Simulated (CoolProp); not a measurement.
Model: reference Helmholtz-energy equation of state, Thol 2016, in CoolProp.

Give the vapour pressure (MPa), vapour density (kg/m³), enthalpy of vaporisation (kJ/kg), liquid cp (kJ/(kg K)) of saturated hexamethyldisiloxane (MM) at 347.2, 383.7 K.


```json
[
 {"T (K)": "347.2", "p (MPa)": "0.0437", "vapour density (kg/m³)": "2.55", "enthalpy of vaporisation (kJ/kg)": "206", "liquid cp (kJ/(kg K))": "2.04"},
 {"T (K)": "383.7", "p (MPa)": "0.134", "vapour density (kg/m³)": "7.41", "enthalpy of vaporisation (kJ/kg)": "187", "liquid cp (kJ/(kg K))": "2.15"}
]
```
